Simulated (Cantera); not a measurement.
# Thermodynamics of fluorocarbon and chlorocarbon gases, feed c-C₄F₈

Input: 1 mol c-C₄F₈, equilibrated at 0.825 Torr.

These are equilibrium values from Cantera (NASA tables, ideal gas, pure condensed phases), not measurements of a reactor. Candidate condensed phases: C; 23 gas species. Ions and electrons are included (thermal ionisation). The feed counts by its element totals alone. Gases not in the tables: C₂F₆ and larger saturated fluorocarbons. Equilibrium is a limit: real reactors are often held back by kinetics, nucleation or transport.

```
T (°C)    x F     x CF₄       x C     x CF₂      x C₃      x CF      x C₂     x CF₃  n C(graphite)
------  -----  --------  --------  --------  --------  --------  --------  --------  -------------
1727    0.163     0.572   2.77e-8     0.254   2.52e-8  0.000755   2.13e-9    0.0105           1.76
2227    0.875  0.000113  0.000151    0.0957  0.000452    0.0286   4.16e-5  0.000257           3.08
2727    0.787   1.96e-9    0.0324   0.00289    0.0984    0.0640    0.0142   3.75e-7              0
3227    0.701    <1e-12     0.239   3.47e-5    0.0185    0.0173    0.0234  4.99e-10              0
3727    0.668    <1e-12     0.326   4.08e-7  0.000147   0.00203   0.00313  1.18e-12              0
4227    0.667    <1e-12     0.332   1.10e-8   1.74e-6  0.000315  0.000418    <1e-12              0
4727    0.666    <1e-12     0.332  6.00e-10   4.79e-8   6.96e-5   8.07e-5    <1e-12              0
```
x: gas mole fraction; n: condensed amount in mol.

From 1727 °C to 2227 °C the condensed part is C(graphite). From 2727 °C to 4727 °C nothing is condensed. The main C-bearing gas is CF₄ at 1727 °C and C at 4727 °C.
